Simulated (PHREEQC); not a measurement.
BaCl2 is added in steps, without added water, to 1 kg of water holding 0.015 mol/kgw NiCl2 and 0.00045 mol/kgw H3BO3, at 25 °C. O2 is buffered at 0.21 atm. No CO2 enters from the air. Solids allowed: Ni(OH)2. Others were left out.

Base run: PHREEQC, ion-association model, wateq4f.dat. Each further column changes one thing. The table gives pH.

```csv
BaCl2 added (mol),base,all activity coefficients set to 1,Davies equation for every ion
0,5.95,5.83,5.96
0.01125,5.97,5.84,5.99
0.0225,5.99,5.85,6.01
0.03375,6.00,5.87,6.02
0.045,6.01,5.88,6.03
0.05625,6.02,5.89,6.04
0.0675,6.02,5.91,6.04
0.07875,6.02,5.92,6.05
0.09,6.03,5.93,6.05
```
